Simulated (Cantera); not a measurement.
Silicon epitaxy and polysilicon growth: Si₃H₈ + HCl + H₂

Feed: 1 mol Si₃H₈, 0.045 mol HCl, 6.1 mol H₂, held at 1598.15 K and 1.33 mbar.

Method: chemical equilibrium by Gibbs-energy minimisation in Cantera with the NASA 1993 tables (ideal gas, pure condensed phases). Candidate condensed phases: Si; 19 gas species. The feed counts by its element totals alone. Equilibrium is a limit: real reactors are often held back by kinetics, nucleation or transport.

```yaml
x(H₂): 0.994
x(HCl): 0.00430
x(H): 0.00146
x(Si): 7.04e-5
x(SiCl₂): 6.39e-5
x(SiH): 5.62e-6
x(Cl): 4.98e-6
x(SiH₂): 4.87e-6
x(SiCl): 3.69e-6
n(Si(s)): 3.00 mol
gas_amount: 10.15 mol
```
